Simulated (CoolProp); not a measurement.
Saturation properties of ethylbenzene (Tc = 617.1 K, pc = 3.622 MPa, ω = 0.304).

Computed with CoolProp (reference Helmholtz-energy equation of state, Zhou 2012).

```
T (K)  p (MPa)  liquid density (kg/m³)  vapour density (kg/m³)
-----  -------  ----------------------  ----------------------
464.5   0.3644                   702.0                   11.21
470.9   0.4135                   694.7                   12.68
477.4   0.4683                   687.1                   14.34
483.8   0.5275                   679.4                   16.13
490.2   0.5921                   671.6                   18.10
496.7   0.6637                   663.5                   20.31
503.1   0.7402                   655.3                   22.71
509.6   0.8246                   646.7                   25.38
516     0.9145                   638.0                   28.28
522.4    1.012                   629.0                   31.48
528.9    1.118                   619.6                   35.06
535.3    1.230                   610.0                   38.96
541.8    1.353                   599.8                   43.35
548.2    1.483                   589.3                   48.16
```

It boils at 409.3 K under 1 atm.
